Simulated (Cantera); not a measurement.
Input (Python, Cantera):

```python
import numpy as np
import cantera as ct

gas = ct.Solution("h2o2.yaml")
gas.TPX = 1200, 850, {'H2': 0.27, 'O2': 1}
reactor = ct.IdealGasConstPressureReactor(gas, energy="off", clone=False)
net = ct.ReactorNet([reactor])
net.rtol, net.atol = 1e-08, 1e-18
show = ['H2', 'O2', 'O', 'HO2', 'OH', 'H2O2', 'H']
times = np.geomspace(4e-05, 100, 12)

steps = ct.SolutionArray(gas, extra=["t"])
rows = []
print(f"{'t/s':>10s}{'T/K':>9s}{'P/Pa':>11s}" + "".join(f"{s:>11s}" for s in show))
for t in times:
    while net.time < t:
        t_next = net.step()
        steps.append(gas.state, t=t_next)
    rows.append([np.interp(t, steps.t, y) for y in (steps.T, steps.P, *steps(*show).X.T)])
    print(f"{t:10.3e}{rows[-1][0]:9.1f}{rows[-1][1]:11.4g}" + "".join(f"{x:11.3e}" for x in rows[-1][2:]))
rate = np.gradient(steps.T, steps.t)
print("integrator steps:", len(steps.t))
if steps.T.max() > steps.T[0] + 200:
    print(f"time of steepest temperature rise: {steps.t[rate.argmax()]:.4e} s")
gas.TPX = 1200, 850, {'H2': 0.27, 'O2': 1}
gas.equilibrate("TP")
print(f"equilibrium (TP): T = {gas.T:.1f} K  " + "  ".join(f"{s} {gas[s].X[0]:.3e}" for s in show))
```

It prints:

```
       t/s      T/K       P/Pa         H2         O2          O        HO2         OH       H2O2          H
 4.000e-05   1200.0        850  2.126e-01  7.874e-01  7.550e-10  3.922e-09  6.067e-10  8.604e-13  3.534e-09
 1.526e-04   1200.0        850  2.126e-01  7.874e-01  9.497e-09  1.498e-08  6.059e-09  1.251e-11  1.912e-08
 5.825e-04   1200.0        850  2.126e-01  7.874e-01  7.769e-07  5.979e-08  4.633e-07  1.835e-10  1.279e-06
 2.223e-03   1200.0        850  2.610e-02  6.819e-01  5.931e-02  5.343e-06  1.325e-02  2.917e-07  7.839e-02
 8.484e-03   1200.0        850  8.819e-03  6.839e-01  6.429e-02  5.789e-06  9.604e-03  1.997e-07  5.711e-02
 3.238e-02   1200.0        850  4.360e-03  7.295e-01  2.800e-02  6.182e-06  6.937e-03  2.724e-07  1.683e-02
 1.236e-01   1200.0        850  4.651e-04  7.585e-01  2.835e-03  3.262e-06  2.283e-03  2.039e-07  5.390e-04
 4.715e-01   1200.0        850  2.962e-05  7.617e-01  1.817e-04  5.131e-07  5.803e-04  5.991e-08  8.741e-06
 1.799e+00   1200.0        850  3.314e-06  7.620e-01  2.063e-05  7.640e-08  1.958e-04  1.572e-08  3.345e-07
 6.867e+00   1200.0        850  5.653e-07  7.621e-01  3.555e-06  1.833e-08  8.126e-05  4.237e-09  2.391e-08
 2.620e+01   1200.0        850  1.237e-07  7.621e-01  7.817e-07  1.203e-08  3.810e-05  1.201e-09  2.467e-09
 1.000e+02   1200.0        850  4.363e-08  7.621e-01  2.759e-07  1.565e-08  2.263e-05  5.111e-10  5.192e-10
integrator steps: 2232
equilibrium (TP): T = 1200.0 K  H2 3.780e-08  O2 7.621e-01  O 2.388e-07  HO2 1.651e-08  OH 2.105e-05  H2O2 4.587e-10  H 4.189e-10
```

Model: the H2/O2 subset of GRI-Mech 3.0, which has no nitrogen chemistry, integrated in Cantera. Radical loss at walls, strong at low pressure, is not modelled. The temperature is held fixed by assumption; the heat of reaction is taken as removed at once.
